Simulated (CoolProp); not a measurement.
Vapour-liquid equilibrium of CHF3 (R23) (1) + CH2F2 (R32) (2) at 3.21 bar; x and y are mole fractions of (1).

Computed with CoolProp (multi-fluid Helmholtz-energy mixture model, Penoncello 2003 and Tillner-Roth 1997; pair parameters Bell 2016).

```csv
x,"bubble temperature, mixture model (°C)","bubble temperature, Raoult's law (°C)","y, mixture model","y, Raoult's law"
0.05,-29.0,-29.1,0.149,0.162
0.125,-33.1,-33.3,___,0.350
0.2,-36.8,-36.9,0.469,0.493
0.275,-40.0,-40.1,___,0.602
0.35,-42.9,-43.0,___,0.687
0.425,___,-45.6,0.735,0.755
0.5,___,-48.0,0.792,0.810
0.575,___,-50.1,0.839,0.855
0.65,-52.0,-52.0,0.878,0.892
0.725,-53.8,-53.8,0.911,0.922
0.8,-55.4,-55.5,0.939,0.948
0.875,-57.0,-57.0,0.964,0.970
0.95,___,-58.5,0.986,0.989
```

Q: Complete the blanks.

A: 
- 0.125, y, mixture model: 0.329
- 0.275, y, mixture model: 0.579
- 0.35, y, mixture model: 0.666
- 0.425, bubble temperature, mixture model (°C): -45.5
- 0.5, bubble temperature, mixture model (°C): -47.9
- 0.575, bubble temperature, mixture model (°C): -50.0
- 0.95, bubble temperature, mixture model (°C): -58.4

The largest gap from Raoult's law is +0.2 K in bubble temperature, at x = 0.125. No azeotrope shows between x = 0.05 and 0.95.

Pair parameters are fitted to limited data, so mixtures are less certain than the pure fluids.
